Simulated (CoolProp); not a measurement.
Vapour-liquid equilibrium of ethylbenzene (1) + n-nonane (2) at 0.00832 MPa; x and y are mole fractions of (1).

The numbers come from the multi-fluid Helmholtz-energy mixture model, Zhou 2012 and Lemmon 2006; pair parameters Bell 2016 in CoolProp.

```csv
x,"bubble temperature, mixture model (°C)","bubble temperature, Raoult's law (°C)","y, mixture model","y, Raoult's law"
0.05,75.0,75.5,0.103,0.085
0.15,72.6,73.8,0.275,0.238
0.25,70.5,72.2,0.411,0.372
0.35,68.8,70.7,0.521,0.490
0.45,67.3,69.3,0.611,0.595
0.55,66.1,68.0,0.689,0.688
0.65,65.1,66.7,0.758,0.771
0.75,64.3,65.5,0.824,0.845
0.85,63.5,64.3,0.890,0.912
0.95,62.9,63.2,0.961,0.972
```

The largest gap from Raoult's law is -2.0 K in bubble temperature, at x = 0.45. No azeotrope shows between x = 0.05 and 0.95.

Pair parameters are fitted to limited data, so mixtures are less certain than the pure fluids.
